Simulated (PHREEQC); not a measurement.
0.057 g of hydrous ferric oxide (600 m²/g; 0.2 weak and 0.005 strong sites per Fe, Dzombak-Morel constants, diffuse double layer) in 1 kg of water with 0.3 mol/kgw of an inert sodium salt and 2.7e-07 mol PbCl2 and 0.00028 mol ZnCl2, at 25 °C; the pH is set by adding NaOH or the inert anion's acid. Oxygen is held at 0.21 atm. The system is closed to CO2. Precipitation was switched off in this run.

All values are PHREEQC results (ion-association model, wateq4f.dat), not measurements.

```csv
pH,Pb sorbed (%),Zn sorbed (%),surface charge σ (C/m²)
3,0.2,0.0,0.368
3.5,2.0,0.0,0.363
4,16.4,0.0,0.349
4.5,62.5,0.0,0.319
5,91.6,0.3,0.270
5.5,97.1,0.8,0.212
6,97.9,1.8,0.158
6.5,98.3,5.5,0.119
7,98.8,14.2,0.110
7.5,99.0,22.2,0.115
8,98.8,27.1,0.117
8.5,98.3,28.8,0.110
9,98.4,27.6,0.082
9.5,99.0,25.3,0.043
10,99.3,23.0,0.007
10.5,99.2,20.8,-0.028
11,98.5,17.8,-0.074
```

Along this series the solution becomes supersaturated in solids that the run did not let form, among them Zn(OH)2-e, Zn5(OH)8Cl2. Complexes and solids missing from the database can't appear. The oxide is taken as insoluble; below pH 4 it would dissolve.
